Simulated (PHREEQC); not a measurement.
A solution holds 0.21 mol CuCl2, 0.00036 mol H2SO4 and 0.069 mol FeCl3 per kg of water, at 25 °C. It is in equilibrium with CO2 at log p = -3.4 (atm). Otherwise closed; pH follows from the charge balance.

All values are PHREEQC results (ion-association model, wateq4f.dat), not measurements.

```
quantity                   before     after
------------------------  -------  --------
pH                           2.20      1.28
ionic strength (mol/kgw)    0.746     0.599
Cl- (mol/kgw)               0.506     0.437
SO4-2 (mol/kgw)           8.01e-5   9.48e-5
HSO4- (mol/kgw)           1.33e-5  0.000142
HCO3- (mol/kgw)           1.41e-9  1.65e-10
```

**Question.** Which change was made?
A) FeCl3 from 0.069 to 0.0138 mol/kgw
B) H2SO4 replaced by NiSO4 at the same molality
C) CuCl2 from 0.21 to 0.42 mol/kgw
D) diluted 100-fold with water
E) FeCl3 replaced by HCl at the same molality

**Answer.** E, FeCl3 replaced by HCl at the same molality

This is a speciation only: nothing precipitates in the calculation. The ionic strength passes 0.7 mol/kgw, the rough limit of the ion-association models, in before. Some of these states are supersaturated (in Hematite (slow to form), Goethite (slow to form), for instance).
